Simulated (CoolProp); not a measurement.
Vapour-liquid equilibrium of n-butane (1) + cis-2-butene (2) at 332.3 K; x and y are mole fractions of (1).

Values from CoolProp's multi-fluid Helmholtz-energy mixture model, Bücker 2006 and Lemmon 2005; pair parameters Bell 2016.

```csv
x,bubble pressure (MPa),y at the bubble point,dew pressure at overall composition x (MPa),liquid density (mol/L)
0.05,0.5722,0.057,0.5715,10.14
0.15,0.5818,0.167,0.5804,10.02
0.25,0.5901,0.271,0.5885,9.899
0.35,0.5971,0.372,0.5957,9.786
0.45,0.6032,0.470,0.6020,9.676
0.55,0.6085,0.567,0.6076,9.570
0.65,0.6130,0.663,0.6124,9.466
0.75,0.6170,0.760,0.6166,9.366
0.85,0.6204,0.856,0.6203,9.267
0.95,0.6236,0.952,0.6235,9.171
```

No azeotrope shows between x = 0.05 and 0.95.

Pair parameters are fitted to limited data, so mixtures are less certain than the pure fluids.
